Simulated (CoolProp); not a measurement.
Vapour-liquid equilibrium of o-xylene (1) + n-nonane (2) at 165.95 °C; x and y are mole fractions of (1).

Computed with CoolProp (multi-fluid Helmholtz-energy mixture model, Zhou 2012 and Lemmon 2006; pair parameters Bell 2016).

Problem. Give the bubble pressure and the first vapour's composition at x = 0.15, 0.45, 0.75. Is there an azeotrope?

Solution. x = 0.15: 0.1562 MPa, y = 0.184; x = 0.45: 0.1674 MPa, y = 0.493; x = 0.75: 0.1734 MPa, y = 0.761. y crosses x between x = 0.85 and 0.95: the model has an azeotrope there.

Pair parameters are fitted to limited data, so mixtures are less certain than the pure fluids.
